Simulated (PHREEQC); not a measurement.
Make-up at 25 °C: 7.2 mmol/kgw HF and 12 mmol/kgw (CH3)4NF. Closed to the air; pH follows from the charge balance.

The numbers come from PHREEQC with the ion-association model, wateq4f.dat.

| Quantity | Value |
|---|---|
| pH | 3.41 |
| ionic strength | 0.0124 mol/kgw |
| total alkalinity | -7.20 meq/kg |

```tsv
species	molality	activity	log γ
F-	0.0121	0.0108	-0.050
(CH3)4N+	0.0120	0.0107	-0.050
HF	0.00627	0.00629	0.001
H+	0.000428	0.000388	-0.043
HF2-	0.000293	0.000261	-0.050
H2F2	0.000103	0.000103	0.001
```

No solid was allowed to form. Complexes and solids missing from the database can't appear. (CH3)4N+ isn't in the database: it is added as a free cation with an ion size of 4 Å.
